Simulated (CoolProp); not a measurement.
Sulfur dioxide along the isobar 35000 kPa: Z from the reference equation and from simpler models built on Tc = 430.6 K, pc = 7887 kPa, ω = 0.256; each cubic takes its own stable root.

Model: reference Helmholtz-energy equation of state, Gao 2016, in CoolProp.

```json
[
 {"T (K)": "263.2", "phase": "liquid", "reference": "0.6791", "Redlich-Kwong": "0.7718", "Soave-Redlich-Kwong": "0.7562"},
 {"T (K)": "287", "phase": "liquid", "reference": "0.6459", "Redlich-Kwong": "0.7316", "Soave-Redlich-Kwong": "0.7155"},
 {"T (K)": "310.8", "phase": "liquid", "reference": "0.6198", "Redlich-Kwong": "0.7005", "Soave-Redlich-Kwong": "0.6844"},
 {"T (K)": "334.6", "phase": "liquid", "reference": "0.5997", "Redlich-Kwong": "0.6768", "Soave-Redlich-Kwong": "0.6615"},
 {"T (K)": "358.4", "phase": "liquid", "reference": "0.5852", "Redlich-Kwong": "0.6598", "Soave-Redlich-Kwong": "0.6460"},
 {"T (K)": "382.2", "phase": "liquid", "reference": "0.5761", "Redlich-Kwong": "0.6486", "Soave-Redlich-Kwong": "0.6376"},
 {"T (K)": "406", "phase": "liquid", "reference": "0.5722", "Redlich-Kwong": "0.6429", "Soave-Redlich-Kwong": "0.6363"},
 {"T (K)": "429.8", "phase": "liquid", "reference": "0.5741", "Redlich-Kwong": "0.6425", "Soave-Redlich-Kwong": "0.6423"},
 {"T (K)": "453.6", "phase": "supercritical", "reference": "0.5823", "Redlich-Kwong": "0.6473", "Soave-Redlich-Kwong": "0.6560"},
 {"T (K)": "477.4", "phase": "supercritical", "reference": "0.5975", "Redlich-Kwong": "0.6572", "Soave-Redlich-Kwong": "0.6776"},
 {"T (K)": "501.2", "phase": "supercritical", "reference": "0.6203", "Redlich-Kwong": "0.6720", "Soave-Redlich-Kwong": "0.7066"},
 {"T (K)": "525", "phase": "supercritical", "reference": "0.6505", "Redlich-Kwong": "0.6910", "Soave-Redlich-Kwong": "0.7416"}
]
```
